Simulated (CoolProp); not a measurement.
Vapour-liquid equilibrium of isobutene (1) + n-octane (2) at 316.7 K; x and y are mole fractions of (1).

The numbers come from the multi-fluid Helmholtz-energy mixture model, Lemmon 2005 and Beckmüller 2019; pair parameters Bell 2016 in CoolProp.

Problem. Give the bubble pressure and the first vapour's composition at x = 0.05, 0.2, 0.35. Is there an azeotrope?

Solution. x = 0.05: 0.2949 bar, y = 0.837; x = 0.2: 1.001 bar, y = 0.957; x = 0.35: 1.709 bar, y = 0.978. No azeotrope shows between x = 0.05 and 0.95.

Pair parameters are fitted to limited data, so mixtures are less certain than the pure fluids.
